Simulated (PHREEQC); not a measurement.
Solution (91 °C and 500 atm): 6.9 mmol/kgw MgBr2. Closed to the air; pH follows from the charge balance.

All values are PHREEQC results (Pitzer model, pitzer.dat), not measurements.

```yaml
ionic_strength: 0.0207 mol/kgw
specific_conductance: 4190 µS/cm
osmotic_coefficient: 0.911
```

```csv
species,molality,activity,log γ
Br-,0.0138,0.0118,-0.068
Mg+2,0.00690,0.00381,-0.258
H+,1.32e-6,1.14e-6,-0.067
OH-,6.62e-7,5.49e-7,-0.081
MgOH+,6.62e-7,5.59e-7,-0.073
```

This is a speciation only: nothing precipitates in the calculation. Under pressure, the constants of complexes without a molar volume in the database are unreliable. At this temperature some constants are extrapolated from 25 °C, and those without enthalpy data are left unchanged.
